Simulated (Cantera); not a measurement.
**Thermodynamics of chlorosilane synthesis and conversion, feed SiCl4 + H2**

Feed: 1 mol SiCl4, 3.8 mol H2, held at 120000 Pa.

These are equilibrium values from Cantera (NASA tables, ideal gas, pure condensed phases), not measurements of a reactor. Candidate condensed phases: Si; 19 gas species. The tables' values for SiCl3 are old estimates; treat these amounts as uncertain. The numbers say what is thermodynamically allowed, not how fast it happens.

From 798 K to 1098 K nothing is condensed. The main Si-bearing gas is SiCl4 throughout.

| T (K) | x H2 | x SiCl4 | x HCl | x SiHCl3 | x SiCl3 | x SiH2Cl2 | x SiCl2 |
|---|---|---|---|---|---|---|---|
| 798 | 0.780 | 0.197 | 0.0117 | 0.0116 | 7.95e-6 | 5.47e-5 | 3.64e-8 |
| 823 | 0.778 | 0.195 | 0.0136 | 0.0134 | 1.51e-5 | 7.80e-5 | 1.05e-7 |
| 848 | 0.776 | 0.193 | 0.0157 | 0.0155 | 2.77e-5 | 0.000109 | 2.86e-7 |
| 873 | 0.774 | 0.191 | 0.0179 | 0.0176 | 4.88e-5 | 0.000148 | 7.33e-7 |
| 898 | 0.771 | 0.188 | 0.0203 | 0.0199 | 8.32e-5 | 0.000198 | 1.78e-6 |
| 923 | 0.769 | 0.186 | 0.0229 | 0.0222 | 0.000138 | 0.000261 | 4.10e-6 |
| 948 | 0.766 | 0.183 | 0.0256 | 0.0247 | 0.000221 | 0.000337 | 9.03e-6 |
| 973 | 0.763 | 0.180 | 0.0284 | 0.0272 | 0.000346 | 0.000428 | 1.90e-5 |
| 998 | 0.760 | 0.177 | 0.0314 | 0.0297 | 0.000528 | 0.000537 | 3.85e-5 |
| 1023 | 0.757 | 0.174 | 0.0346 | 0.0323 | 0.000787 | 0.000663 | 7.51e-5 |
| 1048 | 0.754 | 0.171 | 0.0379 | 0.0348 | 0.00115 | 0.000806 | 0.000141 |
| 1073 | 0.750 | 0.168 | 0.0414 | 0.0373 | 0.00164 | 0.000967 | 0.000256 |
| 1098 | 0.747 | 0.164 | 0.0451 | 0.0396 | 0.00229 | 0.00114 | 0.000448 |
x: gas mole fraction; nothing condenses.
